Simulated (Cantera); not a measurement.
Feed: 1 mol N2O, 0.23 mol H2O, 8.2 mol N2, equilibrated at 0.00133 bar.

Cantera equilibrium calculation (NASA polynomials, part measured and part estimated; ideal gas, pure solids and liquids). Candidate condensed phases: H2O; 24 gas species. The numbers say what is thermodynamically allowed, not how fast it happens.

log p: log10 of the partial pressure in bar; nothing condenses.

```csv
T (K),log p N2,log p O2,log p H2O,log p O,log p NO,log p OH
1398,-2.91,-4.17,-4.51,-8.12,-6.30,-7.15
1498,-2.91,-4.18,-4.51,-7.49,-6.07,-6.74
1598,-2.91,-4.18,-4.51,[?],[?],[?]
1698,-2.91,-4.18,-4.52,-6.45,-5.70,-6.08
1798,-2.91,-4.19,-4.53,-6.02,-5.54,-5.81
1898,-2.91,-4.20,-4.54,-5.63,-5.41,-5.57
1998,-2.91,-4.21,-4.57,[?],[?],[?]
2098,-2.91,-4.23,-4.63,-4.98,-5.19,-5.19
```

### Question
Fill in the missing entries.

### Answer

- 1998, log p O: -5.29
- 1998, log p NO: -5.29
- 1998, log p OH: -5.36
- 1598, log p O: -6.94
- 1598, log p NO: -5.87
- 1598, log p OH: -6.39
